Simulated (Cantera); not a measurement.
Charge: 1 mol c-C4F8, 0.32 mol H2, equilibrated at 3400 K and 10.0 Torr.

Method: chemical equilibrium by Gibbs-energy minimisation in Cantera with the NASA 1993 tables (ideal gas, pure condensed phases). Candidate condensed phases: C, C6H6, C7H8, C8H18; 95 gas species. The feed counts by its element totals alone. Rates play no part.

Base state: F 0.705, C3 0.0824, CF 0.0735, HF 0.0524, C 0.0475, C2 0.0207, H 0.0143, CF2 0.00305 (mole fractions); condensed: gas only.

Q: What changes in the equilibrium state with this change: H2 from 0.32 to 8.5 mol?

A: 
| species | before | after |
|---|---|---|
| H | 0.0143 | 0.509 |
| HF | 0.0524 | 0.273 |
| F | 0.705 | 0.103 |
| H2 | 1.25e-5 | 0.0158 |
| CF | 0.0735 | 0.00833 |
| C3 | 0.0824 | 0.0381 |
| C2 | 0.0207 | 0.0124 |
| C | 0.0475 | 0.0367 |
| C2H2 (acetylene) | 4.13e-7 | 0.000311 |
| CF2 | 0.00305 | 5.06e-5 |
